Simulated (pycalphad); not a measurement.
Source of the numbers: pycalphad with the COST 507 light-alloy database (1999); pressure 1 atm. These are 1990s assessments: newer ones move some temperatures and phases. The system is extrapolated from its subsystems; higher-order compounds may be missing. Phase fractions are per mole of atoms.

Q: Give the equilibrium state of Ti-2.39Mn-1.24Si (at.%) at 1025 K.

A: HCP_A3, fraction 0.594, with 0.36 Mn, 0.46 Si at.%; BCC_A2, fraction 0.381, with 5.7 Mn, 0.89 Si at.%; SITI3, fraction 0.025, with no Mn, 25.0 Si at.%.

Q: Give the equilibrium state of Ti-2.39Mn-1.24Si (at.%) at 1850 K.

A: BCC_A2, fraction 0.585, with 1.5 Mn, 0.35 Si at.%; LIQUID, fraction 0.415, with 3.6 Mn, 2.5 Si at.%.

Database names, with the compositions (at.%) that they take in these runs: SITI3: Ti 75 Si 25. BCC_A2 is bcc; HCP_A3 is hcp. An entry "none" or "no" means that the model of the phase leaves that element out.
